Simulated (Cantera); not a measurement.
Input: 1 mol Al(CH3)3, 9.5 mol O2, 21 mol H2, at 1598.15 K and 1200 Pa.

Method: chemical equilibrium by Gibbs-energy minimisation in Cantera with the NASA 1993 tables (ideal gas, pure condensed phases). Candidate condensed phases: Al, Al2O3, C, C6H6, C7H8, C8H18, H2O; 121 gas species. The feed counts by its element totals alone. Equilibrium is a limit: real reactors are often held back by kinetics, nucleation or transport.

Base state: H2O 0.479, H2 0.415, CO 0.0760, CO2 0.0293, H 0.000314, OH 1.41e-5 (mole fractions); condensed: Al2O3(s).

**Question.** What changes in the equilibrium state with this change: Al(CH3)3 replaced by AlCl3?

**Answer.** 
```tsv
species	before	after
H2O	0.479	0.778
HCl	0	0.133
H2	0.415	0.0889
CO	0.0760	0
CO2	0.0293	0
Cl	0	0.000172
OH	1.41e-5	4.94e-5
H	0.000314	0.000145
Al2O3(s), mol	0.500	0.500
```
Further candidate phases: AlCl3.
